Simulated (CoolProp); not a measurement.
Vapour-liquid equilibrium of carbon dioxide (1) + n-perfluorobutane (2) at 271.5 K; x and y are mole fractions of (1).

Computed with CoolProp (multi-fluid Helmholtz-energy mixture model, Span 1996 and Gao 2022; pair parameters Bell 2016).

| x | bubble pressure, mixture model (bar) | bubble pressure, Raoult's law (bar) | y, mixture model | y, Raoult's law |
|---|---|---|---|---|
| 0.05 | 2.785 | 2.645 | 0.627 | 0.631 |
| 0.2 | 8.877 | 7.494 | 0.881 | 0.890 |
| 0.35 | 14.36 | 12.34 | 0.926 | 0.946 |
| 0.5 | 18.44 | 17.19 | 0.944 | 0.970 |
| 0.65 | 21.85 | 22.04 | 0.956 | 0.984 |
| 0.8 | 25.79 | 26.89 | 0.971 | 0.992 |
| 0.95 | 31.21 | 31.74 | 0.992 | 0.998 |

The largest gap from Raoult's law is +18.5 % in bubble pressure, at x = 0.2. No azeotrope shows between x = 0.05 and 0.95.

Pair parameters are fitted to limited data, so mixtures are less certain than the pure fluids. The gap from Raoult's law changes sign with composition, which may be real or a fault of the pair parameters; it wasn't checked against measurements.
